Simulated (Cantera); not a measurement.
A diamond (100) surface in a fixed gas of H2 with x(CH4) = 0.0034, x(H) = 0.0089, x(CH3) = 0.00026, at 1048 K; coverages are run to steady state.

Computed with Cantera and the Harris–Goodwin 1993 mechanism for the reconstructed diamond (100) surface.

θ: site fractions in the mechanism's names (c6HH fully hydrogenated, c6H* and c6*H radical sites, c6** diradical, c6HM methylated).

```json
[
 {"P (Pa)": "400", "growth (µm/h)": "0.374", "θ c6HH": "0.549", "θ c6H*": "0.0225", "θ c6*H": "0.405", "θ c6**": "0.0132", "θ c6HM": "0.00707"},
 {"P (Pa)": "750", "growth (µm/h)": "0.877", "θ c6HH": "0.548", "θ c6H*": "0.0224", "θ c6*H": "0.404", "θ c6**": "0.0132", "θ c6HM": "0.00895"},
 {"P (Pa)": "1400", "growth (µm/h)": "…", "θ c6HH": "0.547", "θ c6H*": "0.0224", "θ c6*H": "0.403", "θ c6**": "0.0131", "θ c6HM": "…"},
 {"P (Pa)": "2600", "growth (µm/h)": "3.84", "θ c6HH": "0.546", "θ c6H*": "0.0224", "θ c6*H": "0.402", "θ c6**": "0.0131", "θ c6HM": "0.0114"},
 {"P (Pa)": "4900", "growth (µm/h)": "…", "θ c6HH": "0.545", "θ c6H*": "0.0224", "θ c6*H": "0.402", "θ c6**": "0.0131", "θ c6HM": "0.0120"},
 {"P (Pa)": "9100", "growth (µm/h)": "14.6", "θ c6HH": "0.545", "θ c6H*": "0.0225", "θ c6*H": "0.402", "θ c6**": "0.0131", "θ c6HM": "0.0124"},
 {"P (Pa)": "17000", "growth (µm/h)": "27.7", "θ c6HH": "0.545", "θ c6H*": "0.0226", "θ c6*H": "0.401", "θ c6**": "0.0131", "θ c6HM": "0.0126"},
 {"P (Pa)": "31000", "growth (µm/h)": "51.0", "θ c6HH": "0.545", "θ c6H*": "0.0229", "θ c6*H": "0.401", "θ c6**": "0.0132", "θ c6HM": "0.0128"}
]
```

Question: Some entries are withheld; supply them.

Answer: 
- 1400, growth (µm/h): 1.89
- 1400, θ c6HM: 0.0104
- 4900, growth (µm/h): 7.63
